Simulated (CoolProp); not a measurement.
Vapour-liquid equilibrium of hydrogen chloride (1) + n-butane (2) at -30.25 °C; x and y are mole fractions of (1).

The numbers come from the multi-fluid Helmholtz-energy mixture model, Thol 2018 and Bücker 2006; pair parameters Bell 2016 in CoolProp.

| x | bubble pressure (MPa) | y at the bubble point | dew pressure at overall composition x (MPa) | liquid density (mol/L) |
|---|---|---|---|---|
| 0.05 | 0.1335 | [?] | 0.02934 | [?] |
| 0.15 | 0.3344 | 0.920 | 0.03280 | 12.07 |
| 0.25 | 0.4993 | 0.948 | 0.03718 | 12.99 |
| 0.35 | 0.6196 | 0.960 | [?] | 14.03 |
| 0.45 | 0.7023 | 0.966 | 0.05066 | 15.24 |
| 0.55 | [?] | 0.970 | 0.06185 | 16.64 |
| 0.65 | 0.8115 | 0.974 | 0.07937 | 18.32 |
| 0.75 | 0.8650 | 0.978 | [?] | 20.38 |
| 0.85 | 0.9313 | 0.985 | 0.1828 | [?] |
| 0.95 | 1.018 | 0.994 | 0.5158 | [?] |

### Question
Complete the blanks.

### Answer

- 0.05, y at the bubble point: 0.793
- 0.05, liquid density (mol/L): 11.25
- 0.35, dew pressure at overall composition x (MPa): 0.04289
- 0.55, bubble pressure (MPa): 0.7614
- 0.75, dew pressure at overall composition x (MPa): 0.1107
- 0.85, liquid density (mol/L): 22.95
- 0.95, liquid density (mol/L): 26.30

No azeotrope shows between x = 0.05 and 0.95.

The pair parameters rest on a limited set of measurements; away from them the model extrapolates. With so large a gap from Raoult's law the liquid may split in two, which this calculation doesn't test in full.
